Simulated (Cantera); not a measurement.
Input: 1 mol PbO, 4.3 mol C, 0.19 mol H2, equilibrated at 0.530 bar.

Method: chemical equilibrium by Gibbs-energy minimisation in Cantera with the NASA 1993 tables (ideal gas, pure condensed phases). Candidate condensed phases: C, C6H6, C7H8, C8H18, H2O, Pb, PbO, PbO2, Pb3O4; 113 gas species. The numbers say what is thermodynamically allowed, not how fast it happens.

What share of the Pb ends up in condensed phases as a function of T (K), at 1200, 1250, 1300, 1350, 1400, 1450, 1500, 1550, 1600, 1650, 1700, 1750?


| T (K) | Pb condensed (%) | as |
|---|---|---|
| 1200 | 99.9 | Pb(l) |
| 1250 | 99.7 | Pb(l) |
| 1300 | 99.4 | Pb(l) |
| 1350 | 98.9 | Pb(l) |
| 1400 | 98.0 | Pb(l) |
| 1450 | 96.6 | Pb(l) |
| 1500 | 94.2 | Pb(l) |
| 1550 | 90.5 | Pb(l) |
| 1600 | 84.6 | Pb(l) |
| 1650 | 75.2 | Pb(l) |
| 1700 | 59.6 | Pb(l) |
| 1750 | 31.8 | Pb(l) |
